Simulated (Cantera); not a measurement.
Feed: 1 mol Si3H8, 12 mol H2, a varied amount of Cl2, at 998.15 K and 101000 Pa.

These are equilibrium values from Cantera (NASA tables, ideal gas, pure condensed phases), not measurements of a reactor. Candidate condensed phases: Si; 19 gas species. The feed counts by its element totals alone. The tables' values for SiCl3 are old estimates; treat these amounts as uncertain. The numbers say what is thermodynamically allowed, not how fast it happens.

x: gas mole fraction; n: condensed amount in mol.

```csv
n(Cl2) (mol),x H2,x HCl,x SiHCl3,x SiCl4,n Si(s)
0.0087,0.999,0.000932,[?],3.81e-6,3.00
0.014,0.999,0.00133,[?],1.58e-5,3.00
0.024,0.998,0.00186,[?],6.08e-5,2.99
0.04,0.997,0.00242,[?],0.000175,2.99
0.066,0.995,0.00303,[?],0.000427,2.97
0.11,0.993,0.00369,[?],0.000952,2.95
0.18,0.990,0.00440,[?],0.00192,2.91
```

Task: Fill in the missing entries.

Result: 
- 0.0087, x SiHCl3: 2.84e-5
- 0.014, x SiHCl3: 8.23e-5
- 0.024, x SiHCl3: 0.000226
- 0.04, x SiHCl3: 0.000500
- 0.066, x SiHCl3: 0.000974
- 0.11, x SiHCl3: 0.00178
- 0.18, x SiHCl3: 0.00301
